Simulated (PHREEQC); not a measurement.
Make-up at 25 °C: 0.25 mol/kgw CaCl2. Closed to the air; pH follows from the charge balance.

Model: ion-association model, wateq4f.dat, run in PHREEQC.

Each row changes one thing in this solution. No solid was allowed to form.

| case | CaOH+ (mol/kgw) | SI of Portlandite (Ca(OH)2) |
|---|---|---|
| as made | 9.65e-8 | -10.39 |
| temperature from 25 to 20 °C | 1.07e-7 | [?] |
| 0.14 mol/kgw Ba(NO3)2 added | 9.67e-8 | [?] |
| CaCl2 from 0.25 to 0.05 mol/kgw | [?] | [?] |
| diluted 100-fold with water | 3.11e-9 | [?] |

### Question
Some entries are withheld; supply them.

### Answer

- temperature from 25 to 20 °C, SI of Portlandite (Ca(OH)2): -10.69
- 0.14 mol/kgw Ba(NO3)2 added, SI of Portlandite (Ca(OH)2): -10.42
- CaCl2 from 0.25 to 0.05 mol/kgw, CaOH+ (mol/kgw): 3.14e-8
- CaCl2 from 0.25 to 0.05 mol/kgw, SI of Portlandite (Ca(OH)2): -10.71
- diluted 100-fold with water, SI of Portlandite (Ca(OH)2): -11.57

The ionic strength passes 0.7 mol/kgw, the rough limit of the ion-association models, in as made; temperature from 25 to 20 °C; 0.14 mol/kgw Ba(NO3)2 added.
